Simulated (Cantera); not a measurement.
# Thermodynamics of boron, boron nitride and boron oxide, feed BCl3 + H2O + H2

Input: 1 mol BCl3, 0.23 mol H2O, a varied amount of H2, equilibrated at 1.33 mbar.

Equilibrium computed with Cantera from the NASA thermochemical tables; the gas is ideal and each condensed phase is pure. Candidate condensed phases: B, B2O3, B3O3H3, H2O; 33 gas species. Mutual solubility and eutectic melting of coexisting phases are not modelled. The tables' values for BCl2 are old estimates. Gases not in the tables: H3BO3. Rates play no part.

Question: Map the stable condensed phases over T = 950, 1050, 1150, 1250, 1350, 1450, 1550, 1650, 1750, 1850, 1950, 2050, 2150, 2250 K and n(H2) in mol = 1.5, 2.3, 3.6, 5.6, 8.7, 14, 21, 33, 52.

Answer: 
```
T in K \ n(H2) in mol
         1.5 2.3 3.6 5.6 8.7  14  21  33  52
   2250    A   A   A   A   A   A   A   A   A
   2150    A   A   A   A   A   A   A   A   A
   2050    A   A   A   A   A   A   A   A   A
   1950    A   A   A   A   A   A   A   A   A
   1850    A   A   B   B   B   B   B   B   B
   1750    B   B   B   B   B   B   B   B   B
   1650    B   B   B   B   B   B   B   B   B
   1550    B   B   B   B   B   B   B   B   B
   1450    B   B   B   B   B   B   B   B   B
   1350    B   B   B   B   B   B   B   B   B
   1250    B   B   B   B   C   C   C   C   B
   1150    B   B   B   B   C   C   C   C   C
   1050    B   B   B   B   B   C   C   C   C
    950    A   B   B   B   B   B   C   C   C
```
A: gas only; B: B; C: B + B2O3.
